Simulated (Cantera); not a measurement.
A closed system holds: 1 mol V, a varied amount of N2O, 4.1 mol N2, held at 2352 °C and 6.90 Pa.

These are equilibrium values from Cantera (NASA tables, ideal gas, pure condensed phases), not measurements of a reactor. Candidate condensed phases: V, VN, VO, V2O3, V2O4, V2O5; 13 gas species. Rates play no part.

x: gas mole fraction; nothing condenses.

| n(N2O) (mol) | x N2 | x O | x VO2 | x VO | x O2 | x V | x NO |
|---|---|---|---|---|---|---|---|
| 2 | 0.790 | 0.0779 | 0.0594 | 0.0600 | 0.000616 | 0.0103 | 0.00154 |
| 3.2 | 0.740 | 0.153 | 0.0652 | 0.0334 | 0.00239 | 0.00292 | 0.00293 |
| 4.5 | 0.696 | 0.214 | 0.0584 | 0.0215 | 0.00465 | 0.00134 | 0.00396 |
| 5.7 | 0.667 | 0.253 | 0.0515 | 0.0160 | 0.00650 | 0.000848 | 0.00459 |
| 6.9 | 0.646 | … | … | … | … | … | 0.00503 |
| 8.2 | 0.629 | 0.305 | 0.0404 | 0.0104 | 0.00946 | 0.000457 | 0.00537 |
| 9.4 | 0.616 | 0.322 | … | … | … | … | 0.00561 |
| 11 | 0.603 | 0.340 | 0.0323 | 0.00748 | 0.0117 | 0.000295 | 0.00585 |
| 12 | 0.596 | 0.349 | 0.0301 | 0.00680 | 0.0123 | 0.000261 | 0.00597 |
| 13 | 0.590 | 0.356 | 0.0282 | 0.00623 | 0.0129 | 0.000234 | 0.00608 |
| 14 | 0.585 | 0.363 | 0.0265 | 0.00575 | 0.0134 | 0.000212 | 0.00616 |

**Question.** Some entries are withheld; supply them.

**Answer.** 
- 9.4, x VO2: 0.0365
- 9.4, x VO: 0.00892
- 9.4, x O2: 0.0105
- 9.4, x V: 0.000371
- 6.9, x O: 0.282
- 6.9, x VO2: 0.0456
- 6.9, x VO: 0.0127
- 6.9, x O2: 0.00806
- 6.9, x V: 0.000606
